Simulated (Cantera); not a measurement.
# Ignition delay

Mixture: H2 : O2 : N2 : H2O = 1 : 0.455 : 1.71 : 0.46 (molar parts), equivalence ratio 1.1, at 750 Torr, adiabatic and at constant pressure. Ignition delay is the time to a rise of 400 K.

Cantera simulation using GRI-Mech 3.0 (53 species, 325 reactions); the numbers are that mechanism's predictions, not measurements. Where the delays flatten at high temperature, the 400 K rule measures the pace of heat release, not the induction time.

```csv
T0 (K),delay (ms)
1025,3.69
1100,0.162
1175,0.0741
1250,0.0463
1325,0.0331
1400,0.0259
1475,0.0218
1550,0.0195
1625,0.0182
```
